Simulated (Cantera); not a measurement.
Feed: 1 mol Si, 0.041 mol CO2, 1.1 mol N2, held at 1348 K and 3.60e-6 bar.

Cantera equilibrium calculation (NASA polynomials, part measured and part estimated; ideal gas, pure solids and liquids). Candidate condensed phases: C, Si, SiC, SiO2, Si2N2O, Si3N4; 34 gas species. N2 is the only nitrogen source here; it is nearly inert below about 1500 K, so the nitride shown seldom forms there in practice. Mutual solubility and eutectic melting of coexisting phases are not modelled. The numbers say what is thermodynamically allowed, not how fast it happens.

Base state: N2 0.997, SiO 0.00303, CO 0.000122, Si 3.16e-5 (mole fractions); condensed: SiC(s) + Si2N2O(s) + Si3N4(s).

**Question.** What changes in the equilibrium state with this change: temperature from 1348 K to 1773 K?

**Answer.** 
| species | before | after |
|---|---|---|
| N2 | 0.997 | 0.529 |
| Si | 3.16e-5 | 0.425 |
| SiO | 0.00303 | 0.0337 |
| Si2C | 1.26e-8 | 0.00390 |
| Si3 | <1e-9 | 0.000294 |
| SiC(s), mol | 0.0409 | 0.0209 |
| Si2N2O(s), mol | 0.0805 | 0 |
| Si3N4(s), mol | 0.266 | 0 |
The tables' values for SiN are old estimates; treat these amounts as uncertain.

**Question.** What changes in the equilibrium state with this change: pressure from 3.60e-6 bar to 0.00100 bar?

**Answer.** 
```
species           before     after
--------------  --------  --------
N2                 0.997     1.000
CO              0.000122  0.000123
SiO              0.00303   1.67e-6
Si               3.16e-5   2.66e-9
SiC(s), mol       0.0409    0.0409
Si2N2O(s), mol    0.0805    0.0819
Si3N4(s), mol      0.266     0.265
```
